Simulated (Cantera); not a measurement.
**Ammonia decomposition in nitride growth gas**

An isothermal, constant-pressure homogeneous reactor starts with 23.8 % NH₃, 76.2 % H₂, at 2250 K and 3600 Pa.

Computed with Cantera and the gas-phase N/H chemistry of the illustrative SiF4/NH3 mechanism in the Surface Chemkin manual (1991). Walls and surfaces, which speed up NH3 decomposition in real reactors, are not modelled.

```tsv
t (s)	x NH₃	x H₂	x NH₂	x NH	x N	x N₂H₂	x N₂
2.00e-5	0.238	0.762	2.07e-5	8.38e-9	7.22e-12	1.25e-10	7.48e-12
6.37e-5	0.238	0.762	6.61e-5	1.17e-7	4.55e-10	1.91e-9	1.30e-9
0.000203	0.238	0.762	0.000209	1.30e-6	1.79e-8	2.84e-8	1.82e-7
0.000647	0.237	0.761	0.000644	1.24e-5	5.38e-7	4.84e-7	1.90e-5
0.00206	0.234	0.762	0.00136	5.44e-5	4.93e-6	3.56e-6	0.000840
0.00658	0.222	0.769	0.00139	6.01e-5	5.89e-6	3.92e-6	0.00589
0.0210	0.186	0.791	0.00123	5.70e-5	5.96e-6	3.19e-6	0.0203
0.0668	0.110	0.836	0.000863	4.84e-5	6.11e-6	1.74e-6	0.0513
0.213	0.0215	0.887	0.000297	3.00e-5	6.83e-6	3.13e-7	0.0871
0.678	1.97e-5	0.878	1.88e-6	1.34e-6	2.14e-6	4.72e-11	0.0949
2.16	5.82e-7	0.869	7.70e-8	7.61e-8	1.68e-7	<1e-12	0.0944
6.89	1.67e-7	0.869	2.22e-8	2.19e-8	4.83e-8	<1e-12	0.0944
22.0	1.25e-7	0.869	1.66e-8	1.63e-8	3.61e-8	<1e-12	0.0944
70.0	1.25e-7	0.869	1.65e-8	1.63e-8	3.60e-8	<1e-12	0.0944
```
x: mole fraction; the columns are a selection and need not sum to one.

Equilibrium at this temperature and pressure: NH₃ 1.25e-7, H₂ 0.869, NH₂ 1.65e-8, NH 1.63e-8, N 3.60e-8, N₂H₂ <1e-12, N₂ 0.0944 (gas phase only).
